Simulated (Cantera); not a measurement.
A freely propagating, adiabatic, planar premixed flame of 7.46 % C2H4, 18.7 % O2, 70.1 % N2, 3.73 % H2O, equivalence ratio 1.2, unburnt at 400 K and 1.01 bar; mixture-averaged transport, grid criteria slope 0.08 and curve 0.16, no radiation.

Detailed kinetics in Cantera: GRI-Mech 3.0 (53 species, 325 reactions). GRI-Mech 3.0 was tuned for natural gas; its chemistry of ethylene as a main component is partial and can be far from experiment. Burning velocities carry a grid error of a few per cent, more on coarse grids.

x: mole fraction of selected species; z is measured from the peak of heat release.

| z (mm) | T (K) | u (m/s) | x C2H4 | x O2 | x H2O | x HCO | x CH2 | x C2H2 |
|---|---|---|---|---|---|---|---|---|
| -0.714 | 400 | 1.31 | 0.0746 | 0.186 | 0.0373 | <1e-8 | <1e-8 | <1e-8 |
| -0.476 | 400 | 1.31 | 0.0745 | 0.186 | 0.0373 | <1e-8 | <1e-8 | 6.13e-8 |
| -0.357 | 402 | 1.32 | 0.0744 | 0.186 | 0.0374 | <1e-8 | <1e-8 | 6.57e-7 |
| -0.238 | 417 | 1.37 | 0.0738 | 0.184 | 0.0386 | <1e-8 | <1e-8 | (withheld) |
| -0.119 | 711 | 2.39 | 0.0635 | 0.161 | 0.0584 | 2.56e-6 | 4.23e-7 | 0.000401 |
| -0.0595 | 1165 | 3.99 | 0.0407 | 0.121 | 0.0875 | 6.13e-5 | 1.38e-5 | 0.00166 |
| 0 | (withheld) | 5.57 | (withheld) | (withheld) | (withheld) | (withheld) | (withheld) | (withheld) |
| 0.0595 | 1854 | 6.55 | 0.00221 | 0.0433 | 0.134 | 8.12e-5 | 0.000100 | 0.00253 |
| 0.119 | 1962 | 6.93 | 0.000149 | 0.0259 | 0.142 | 2.40e-5 | 3.47e-5 | 0.000526 |
| 0.238 | 2017 | 7.08 | 2.35e-7 | 0.0142 | 0.143 | 5.68e-7 | 4.31e-7 | 4.46e-6 |
| 0.476 | 2064 | 7.20 | <1e-8 | 0.00989 | 0.141 | 1.90e-7 | <1e-8 | <1e-8 |
| 0.952 | 2120 | 7.36 | <1e-8 | 0.00789 | 0.143 | 1.47e-7 | <1e-8 | <1e-8 |
| 1.90 | 2186 | 7.55 | <1e-8 | 0.00596 | 0.147 | 1.04e-7 | <1e-8 | <1e-8 |

Problem. Some entries are withheld; supply them.

Solution. 
- -0.238, x C2H2: 9.39e-6
- 0, T (K): 1593
- 0, x C2H4: 0.0144
- 0, x O2: 0.0759
- 0, x H2O: 0.116
- 0, x HCO: 0.000136
- 0, x CH2: 7.01e-5
- 0, x C2H2: 0.00366
